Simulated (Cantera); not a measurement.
**Pyrogenic steam for wet oxidation**

An isothermal, constant-pressure homogeneous reactor starts with H2 : O2 : N2 = 1.3 : 1 : 18 (molar parts), equivalence ratio 0.65, at 1423 K and 0.158 atm.

Cantera simulation using the H2/O2 subset of GRI-Mech 3.0, which has no nitrogen chemistry; the numbers are that mechanism's predictions, not measurements. The temperature is held fixed by assumption; the heat of reaction is taken as removed at once.

| t (s) | x H2 | x O2 | x OH | x H2O2 | x HO2 |
|---|---|---|---|---|---|
| 4.00e-6 | 0.0640 | 0.0493 | 2.43e-10 | 3.13e-12 | 4.84e-9 |
| 1.45e-5 | 0.0640 | 0.0493 | 2.11e-9 | 3.90e-11 | 1.75e-8 |
| 5.23e-5 | 0.0640 | 0.0493 | 2.49e-8 | 4.33e-10 | 6.33e-8 |
| 0.000189 | 0.0639 | 0.0492 | 8.64e-6 | 5.29e-9 | 5.37e-7 |
| 0.000684 | 0.00800 | 0.0226 | 0.00303 | 1.77e-7 | 1.40e-6 |
| 0.00247 | 0.00636 | 0.0210 | 0.00260 | 1.89e-7 | 1.36e-6 |
| 0.00894 | 0.00270 | 0.0186 | 0.00159 | 1.61e-7 | 1.19e-6 |
| 0.0323 | 0.000358 | 0.0178 | 0.000562 | 5.89e-8 | 6.34e-7 |
| 0.117 | 2.89e-5 | 0.0178 | 0.000160 | 1.01e-8 | 1.00e-7 |
| 0.423 | 4.00e-6 | 0.0178 | 6.01e-5 | 1.92e-9 | 1.78e-8 |
| 1.53 | 1.09e-6 | 0.0178 | 3.14e-5 | 6.00e-10 | 9.17e-9 |
| 5.53 | 7.99e-7 | 0.0178 | 2.69e-5 | 4.59e-10 | 8.79e-9 |
| 20.0 | 7.97e-7 | 0.0178 | 2.69e-5 | 4.59e-10 | 8.79e-9 |
x: mole fraction; the columns are a selection and need not sum to one.

Equilibrium at this temperature and pressure: H2 7.97e-7, O2 0.0178, OH 2.69e-5, H2O2 4.59e-10, HO2 8.79e-9 (gas phase only).
